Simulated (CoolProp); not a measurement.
Vapour pressure (kPa) of n-perfluorohexane: the reference equation beside estimates from Tc = 174.9 °C, pc = 1742 kPa, ω = 0.497. Clausius-Clapeyron is anchored at 68.75 °C with a constant enthalpy of vaporisation of 27.41 kJ/mol.

Computed with CoolProp (reference Helmholtz-energy equation of state, Gao 2022).

| T (°C) | reference | Lee-Kesler | Clausius-Clapeyron | van der Waals | Redlich-Kwong | Soave-Redlich-Kwong | Peng-Robinson |
|---|---|---|---|---|---|---|---|
| 68.75 | 147.8 | 148.3 | 147.8 | 534.9 | 303.3 | 148.8 | 148.1 |
| 80.75 | 211.5 | 212.5 | 204.9 | 629.6 | 391.2 | 213.8 | (withheld) |
| 92.65 | 293.5 | 295.2 | 277.5 | 733.3 | 494.4 | 297.9 | 294.9 |
| 104.55 | 397.8 | 400.3 | 368.5 | 847.2 | 614.9 | 405.4 | 400.7 |
| 116.45 | 528.3 | (withheld) | 481.1 | 971.6 | 753.8 | 540.0 | 533.6 |
| 128.35 | 689.1 | 694.0 | 618.2 | (withheld) | 912.4 | 706.0 | 698.1 |
| 140.35 | 887.2 | 894.2 | 784.6 | 1254 | 1093 | 909.6 | 900.8 |
| 152.25 | 1126 | 1135 | (withheld) | 1411 | 1295 | 1152 | 1144 |
| 164.15 | 1417 | 1427 | 1211 | 1580 | 1519 | 1440 | 1434 |

Problem. Some entries are withheld; supply them.

Solution. 
- 80.75, Peng-Robinson: 212.1
- 116.45, Lee-Kesler: 531.8
- 128.35, van der Waals: 1107
- 152.25, Clausius-Clapeyron: 980.6

Absolute difference from the reference over all 9 rows, mean and median: Lee-Kesler 0.6 and 0.7 %, Clausius-Clapeyron 8.2 and 8.9 %, van der Waals 105.0 and 83.9 %, Redlich-Kwong 48.2 and 42.7 %, Soave-Redlich-Kwong 1.8 and 1.9 %, Peng-Robinson 0.9 and 1.0 %.
